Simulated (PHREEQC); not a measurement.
Solution A (2.8 mmol/kgw MgCl2, 0.042 mmol/kgw Na2CO3 and 0.4 mmol/kgw H4SiO4) is mixed with solution B (2.8 mmol/kgw CaBr2) at 20 °C; shares are by mass of water, 1 kg in all. Oxygen alone is held at its pressure in air (log pO2 = -0.68). CO2 from the air is kept out. Solids allowed: Calcite, Brucite, Portlandite, Nesquehonite, SiO2(a), Halite, Nahcolite, Natron. Others were left out.

Equilibrium calculation in PHREEQC: ion-association model, wateq4f.dat.

| share of solution B | pH | H3SiO4- (mol/kgw) |
|---|---|---|
| 0 | 8.80 | 3.15e-5 |
| 0.1 | 8.79 | 2.79e-5 |
| 0.2 | 8.78 | 2.44e-5 |
| 0.3 | ? | ? |
| 0.4 | 8.76 | 1.74e-5 |
| 0.5 | 8.74 | 1.40e-5 |
| 0.6 | 8.72 | 1.06e-5 |
| 0.7 | 8.68 | 7.37e-6 |
| 0.8 | ? | 4.29e-6 |
| 0.9 | ? | 1.56e-6 |
| 1 | 7.07 | 0 |

**Question.** What belongs in the gaps?

**Answer.** 
- 0.3, pH: 8.77
- 0.3, H3SiO4- (mol/kgw): 2.08e-5
- 0.8, pH: 8.62
- 0.9, pH: 8.48
